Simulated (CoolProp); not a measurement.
A closed Brayton cycle with carbon dioxide: compressor inlet 319.15 K and 8.5 MPa, high pressure 24.5 MPa, turbine inlet 835 K, compressor efficiency 0.8, turbine efficiency 0.85, recuperator effectiveness 0.9 (on enthalpy, no pinch check). Each further row changes one setting.

The numbers come from the reference Helmholtz-energy equation of state, Span 1996 in CoolProp.

```json
[
 {"case": "as stated", "thermal efficiency (%)": "31.4", "net work (kJ/kg)": "80.5", "compressor to turbine work": "0.39", "compressor exit (K)": "400.8", "turbine exit (K)": "714.5"},
 {"case": "turbine inlet 785 K", "thermal efficiency (%)": "29.5", "net work (kJ/kg)": "71.5", "compressor to turbine work": "0.42", "compressor exit (K)": "400.8", "turbine exit (K)": "668.6"},
 {"case": "compressor inlet 329.15 K", "thermal efficiency (%)": "29.6", "net work (kJ/kg)": "71.3", "compressor to turbine work": "0.46", "compressor exit (K)": "421.7", "turbine exit (K)": "714.5"},
 {"case": "high pressure 20.8 MPa", "thermal efficiency (%)": "30.4", "net work (kJ/kg)": "71.4", "compressor to turbine work": "0.37", "compressor exit (K)": "387.8", "turbine exit (K)": "732.6"},
 {"case": "recuperator effectiveness 0.5", "thermal efficiency (%)": "20.0", "net work (kJ/kg)": "80.5", "compressor to turbine work": "0.39", "compressor exit (K)": "400.8", "turbine exit (K)": "714.5"}
]
```
